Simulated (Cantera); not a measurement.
What does this Cantera script print?

```python
import numpy as np
import cantera as ct

gas_names = """
    CL CL2 H HCL H2 N NH NH2 NH3 N2 N2H2 N2H4 Si SiCL SiCL2 SiCL3 SiCL4 SiH SiHCL3 SiH2 SiH2CL2 SiH3
    SiH3CL SiH4 SiN Si2 Si2N Si3
""".split()
cond_names = """
    NH4CL(a) NH4CL(b) Si(cr) Si(L) Si3N4(a)
""".split()


def load(file, names, dense=False):
    # The tables refer to 1 bar. Condensed volumes are neglected.
    table = {s.name: s for s in ct.Species.list_from_file(file)}
    out = []
    for n in names:
        d = dict(table[n].input_data)
        d["thermo"] = dict(d["thermo"], **{"reference-pressure": 1e5})
        if dense:
            d["equation-of-state"] = {"model": "constant-volume", "density": "1e6 g/cm^3"}
        out.append(ct.Species.from_dict(d))
    return out


gas = ct.Solution(thermo="ideal-gas", species=load("nasa_gas.yaml", gas_names))
cond = {s.name: ct.Solution(thermo="fixed-stoichiometry", species=[s], name=s.name)
        for s in load("nasa_condensed.yaml", cond_names, dense=True)}
atoms = {
    'Si2H6': {'Si': 2, 'H': 6},
    'HCl': {'H': 1, 'CL': 1},
    'N2': {'N': 2},
    'Cl2': {'CL': 2},
}
top_T = {'Si3N4(a)': 2400}  # K; cautious upper limits of use, not melting points


def equilibrate(T, P, feed):
    n = {}
    for name, mol in feed.items():
        for a, k in atoms[name].items():
            n[a] = n.get(a, 0.0) + k * mol
    gas.TPX = T, P, n
    mass = sum(n.values()) * gas.mean_molecular_weight
    gas.equilibrate("TP")
    valid = [c for c in cond.values() if c.min_temp <= T <= top_T.get(c.name, c.max_temp)]
    mix = ct.Mixture([(gas, mass / gas.mean_molecular_weight)] + [(c, 0.0) for c in valid])
    mix.T, mix.P = T, P
    mix.equilibrate("TP", solver="vcs", rtol=1e-11, max_steps=5000)
    return mix


results = []
feed = {'Si2H6': 1, 'HCl': 0.031, 'N2': 230, 'Cl2': 0.013}  # mol
T = 898.15  # K
P = 10000  # Pa
mix = equilibrate(T, P, feed)
results.append((T, P, feed, dict(zip(mix.species_names, mix.species_moles))))
print(gas.report(threshold=1e-06))
for i in range(1, mix.n_phases):
    print(f"{mix.phase(i).name:16s} {mix.phase_moles(i):12.5e} mol")
```

Output:

```
       temperature   898.15 K
          pressure   10000 Pa
           density   0.037068 kg/m^3
  mean mol. weight   27.681 kg/kmol
   phase of matter   gas

                          1 kg             1 kmol
                     ---------------   ---------------
          enthalpy        6.5509e+05        1.8134e+07  J
   internal energy        3.8532e+05        1.0666e+07  J
           entropy            8801.5        2.4363e+05  J/K
    Gibbs function         -7.25e+06       -2.0069e+08  J
 heat capacity c_p              1159             32081  J/K
 heat capacity c_v             858.6             23767  J/K

                      mass frac. Y      mole frac. X     chem. pot. / RT
                     ---------------   ---------------   ---------------
               HCL          0.000324          0.000246           -46.987
                H2        0.00093884          0.012891           -23.899
                N2           0.99874           0.98686           -26.908
     [  +25 minor]        1.1003e-07        1.7882e-07

Si(cr)            0.00000e+00 mol
Si3N4(a)          6.66667e-01 mol
```

Method: chemical equilibrium by Gibbs-energy minimisation in Cantera with the NASA 1993 tables (ideal gas, pure condensed phases). The feed counts by its element totals alone. N2 is the only nitrogen source here; it is nearly inert below about 1500 K, so the nitride shown seldom forms there in practice.
